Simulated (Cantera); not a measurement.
CH3SiCl3 + H2 (silicon carbide growth)

A closed system holds: 1 mol CH3SiCl3, 140 mol H2, held at 0.00450 bar.

Cantera equilibrium calculation (NASA polynomials, part measured and part estimated; ideal gas, pure solids and liquids). Candidate condensed phases: C, C6H6, C7H8, C8H18, Si, SiC; 109 gas species. The feed counts by its element totals alone. The tables' values for SiCl are old estimates; treat these amounts as uncertain. Gases not in the tables: Si2H6 and higher silanes. Equilibrium is a limit: real reactors are often held back by kinetics, nucleation or transport.

| T (K) | log p H2 | log p H | log p HCl | log p Cl | log p Si | log p C2H2 (acetylene) | log p SiC2 | n SiC(s) | n C(graphite) |
|---|---|---|---|---|---|---|---|---|---|
| 1023 | -2.36 | -9.56 | -4.03 | -11.27 | <-14 | -13.29 | <-14 | 0.997 | 0 |
| 1223 | -2.36 | -7.70 | -4.03 | -9.43 | -13.50 | -10.57 | <-14 | 0.998 | 0 |
| 1423 | -2.36 | -6.36 | -4.03 | -8.11 | -10.87 | -8.27 | <-14 | 0.998 | 0 |
| 1623 | -2.36 | -5.34 | -4.03 | -7.11 | -8.54 | -7.23 | -11.30 | 0.996 | 0 |
| 1823 | -2.36 | -4.54 | -4.03 | -6.33 | -6.66 | -6.56 | -8.97 | 0.982 | 0 |
| 2023 | -2.37 | -3.91 | -4.04 | -5.71 | -5.37 | -5.61 | -6.90 | 0.828 | 0 |
| 2223 | -2.40 | -3.39 | -4.08 | -5.21 | -4.61 | -4.94 | -5.59 | 0 | 0.0259 |
| 2423 | -2.47 | -2.99 | -4.17 | -4.83 | -4.61 | -4.95 | -5.66 | 0 | 0 |
| 2623 | -2.63 | -2.69 | -4.35 | -4.56 | -4.66 | -5.05 | -5.77 | 0 | 0 |
log p: log10 of the partial pressure in bar; n: condensed amount in mol.

From 1023 K to 2023 K the condensed part is SiC(s). At 2223 K the condensed part is C(graphite). From 2423 K to 2623 K nothing is condensed. The main Si-bearing gas is SiCl4 at 1023 K and Si at 2623 K.
